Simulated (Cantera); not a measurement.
Feed: 1 mol CO, 1.9 mol H₂, equilibrated at 65300 Torr.

Cantera equilibrium calculation (NASA polynomials, part measured and part estimated; ideal gas, pure solids and liquids). Candidate condensed phases: C, C₆H₆, C₇H₈, C₈H₁₈, H₂O; 110 gas species. The ideal-gas law is rough above about 30 bar. Rates play no part.

x: gas mole fraction; n: condensed amount in mol.

```
T (K)   x H₂   x CO    x CH₄    x H₂O    x CO₂  x C₂H₆      x H  n C(graphite)
-----  -----  -----  -------  -------  -------  ------  -------  -------------
1175   0.355  0.175    0.210    0.187   0.0722       …  7.83e-9         0.0974
1275   0.436  0.257    0.153    0.114   0.0402       …  5.22e-8       0.000647
1375   0.516  0.295   0.0946   0.0742   0.0205       …  2.64e-7              0
1475   0.569  0.317   0.0569   0.0466   0.0104       …  1.05e-6              0
1575   0.602  0.329   0.0346   0.0292  0.00550       …  3.46e-6              0
1675   0.621  0.335   0.0217   0.0188  0.00305       …  9.81e-6              0
1775   0.633  0.339   0.0141   0.0125  0.00179       …  2.47e-5              0
1875   0.640  0.341  0.00953  0.00858  0.00111       …  5.62e-5              0
```

What belongs in the gaps?


- 1175, x C₂H₆: 8.18e-5
- 1275, x C₂H₆: 6.43e-5
- 1375, x C₂H₆: 3.43e-5
- 1475, x C₂H₆: 1.75e-5
- 1575, x C₂H₆: 8.97e-6
- 1675, x C₂H₆: 4.77e-6
- 1775, x C₂H₆: 2.66e-6
- 1875, x C₂H₆: 1.56e-6
